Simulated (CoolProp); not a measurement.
Vapour-liquid equilibrium of ethylene (1) + propane (2) at 15.9 kPa; x and y are mole fractions of (1).

Values from CoolProp's multi-fluid Helmholtz-energy mixture model, Smukala 2000 and Lemmon 2009; pair parameters Bell 2016.

```tsv
x	bubble temperature (K)	y at the bubble point	dew temperature at overall composition x (K)	liquid density (mol/L)
0.05	180.4	0.684	195.4	14.64
0.2	161.6	0.949	[?]	[?]
0.35	154.4	0.980	[?]	16.79
0.5	[?]	0.990	186.3	17.76
0.65	147.7	0.994	181.7	18.79
0.8	[?]	0.997	[?]	19.89
0.95	[?]	0.999	161.4	21.09
```

Q: Some entries are withheld; supply them.

A: 
- 0.2, dew temperature at overall composition x (K): 192.9
- 0.2, liquid density (mol/L): 15.81
- 0.35, dew temperature at overall composition x (K): 189.9
- 0.5, bubble temperature (K): 150.4
- 0.8, bubble temperature (K): 145.7
- 0.8, dew temperature at overall composition x (K): 175.1
- 0.95, bubble temperature (K): 143.9

No azeotrope shows between x = 0.05 and 0.95.

The pair parameters rest on a limited set of measurements; away from them the model extrapolates.
